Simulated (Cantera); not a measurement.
# Hydrogen reduction and annealing atmospheres: NiS + H2 + N2

Input: 1 mol NiS, 54 mol H2, 13 mol N2, equilibrated at 0.100 bar.

These are equilibrium values from Cantera (NASA tables, ideal gas, pure condensed phases), not measurements of a reactor. Candidate condensed phases: Ni, NiS, NiS2, Ni3S2, Ni3S4, S; 17 gas species. Metal and sulfide melt together well below either melting point, which pure phases cannot show. Mutual solubility and eutectic melting of coexisting phases are not modelled. Gases not in the tables: S3 to S7. The numbers say what is thermodynamically allowed, not how fast it happens.

```csv
T (K),x H2,x N2,x H2S,x S2,x SH,n Ni3S2(s),n Ni3S2(l),n Ni(s)
825,0.801,0.194,0.00498,2.17e-10,1.61e-9,0.333,0,0
925,0.801,0.194,0.00498,3.63e-9,2.13e-8,0.333,0,0
1025,0.801,0.194,0.00497,3.54e-8,1.72e-7,0.333,0,0
1125,0.801,0.194,0.00497,2.32e-7,9.57e-7,0,0.333,0
1225,0.800,0.194,0.00602,1.65e-6,4.88e-6,0,0.298,0.106
1325,0.798,0.194,0.00746,9.72e-6,2.05e-5,0,0.249,0.254
1425,0.797,0.194,0.00883,4.33e-5,6.96e-5,0,0.199,0.403
1525,0.796,0.194,0.0101,0.000155,0.000198,0,0.145,0.565
1625,0.794,0.194,0.0112,0.000462,0.000490,0,0.0765,0.770
1725,0.792,0.194,0.0116,0.00109,0.00103,0,0,0.996
```
x: gas mole fraction; n: condensed amount in mol.

From 825 K to 1025 K the condensed part is Ni3S2(s). At 1125 K the condensed part is Ni3S2(l). From 1225 K to 1625 K the condensed part is Ni(s) + Ni3S2(l). At 1725 K the condensed part is Ni(s).
